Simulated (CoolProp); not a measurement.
Aqueous sodium chloride as a coolant, 9 % by mass, freezing at -5.8 °C, 1 atm.

Model: Melinder's fits for secondary coolants, in CoolProp.

| T (°C) | viscosity (mPa s) | density (kg/m³) | Prandtl number | cp (kJ/(kg K)) |
|---|---|---|---|---|
| -1.9 | 2.16 | 1069 | 14.5 | 3.724 |
| 3 | 1.85 | 1068 | 12.3 | 3.733 |
| 8 | 1.60 | 1067 | 10.5 | 3.742 |
| 12.9 | 1.40 | 1065 | 9.06 | 3.750 |
| 17.9 | 1.23 | 1064 | 7.88 | 3.757 |
| 22.8 | 1.10 | 1062 | 6.94 | (withheld) |
| 27.8 | 0.983 | (withheld) | 6.16 | 3.771 |
| 32.7 | 0.893 | 1058 | 5.53 | 3.777 |
| 37.7 | 0.817 | 1056 | (withheld) | 3.782 |

Task: Fill in the missing entries.

Result: 
- 22.8, cp (kJ/(kg K)): 3.764
- 27.8, density (kg/m³): 1060
- 37.7, Prandtl number: 5.00
